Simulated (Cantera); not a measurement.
Charge: 1 mol CH3Cl, 0.46 mol H2, held at 0.000160 bar.

These are equilibrium values from Cantera (NASA tables, ideal gas, pure condensed phases), not measurements of a reactor. Candidate condensed phases: C, C6H6, C7H8, C8H18; 103 gas species. Ions and electrons are included (thermal ionisation). The numbers say what is thermodynamically allowed, not how fast it happens.

x: gas mole fraction; n: condensed amount in mol.

| T (K) | x H | x Cl | x C | x H2 | x C3 | x HCl | x C2 | n C(graphite) |
|---|---|---|---|---|---|---|---|---|
| 2500 | 0.653 | 0.189 | 0.00104 | 0.108 | 0.00311 | 0.0442 | 0.000286 | 0.938 |
| 2750 | 0.711 | 0.186 | 0.0186 | 0.0173 | 0.0520 | 0.00653 | 0.00636 | 0 |
| 3000 | 0.701 | 0.180 | ___ | ___ | ___ | ___ | ___ | 0 |
| 3250 | 0.670 | 0.171 | 0.148 | 0.000697 | 0.00322 | 0.000265 | 0.00659 | 0 |
| 3500 | 0.663 | 0.169 | 0.166 | 0.000202 | 0.000130 | 7.76e-5 | 0.00163 | 0 |
| 3750 | 0.662 | 0.169 | 0.168 | 6.98e-5 | 6.28e-6 | 2.71e-5 | 0.000413 | 0 |
| 4000 | 0.662 | 0.169 | 0.169 | 2.76e-5 | 4.29e-7 | 1.08e-5 | 0.000122 | 0 |
| 4250 | 0.662 | 0.169 | 0.169 | 1.22e-5 | 3.99e-8 | 4.80e-6 | 4.11e-5 | 0 |
| 4500 | 0.662 | 0.169 | 0.168 | ___ | ___ | ___ | ___ | 0 |
| 4750 | 0.662 | 0.169 | 0.168 | 3.05e-6 | 7.19e-10 | 1.21e-6 | 6.54e-6 | 0 |
| 5000 | 0.661 | 0.169 | 0.167 | 1.69e-6 | 1.29e-10 | 6.75e-7 | 2.97e-6 | 0 |

What belongs in the gaps?


- 3000, x C: 0.0760
- 3000, x H2: 0.00315
- 3000, x C3: 0.0270
- 3000, x HCl: 0.00119
- 3000, x C2: 0.0114
- 4500, x H2: 5.86e-6
- 4500, x C3: 4.80e-9
- 4500, x HCl: 2.32e-6
- 4500, x C2: 1.56e-5
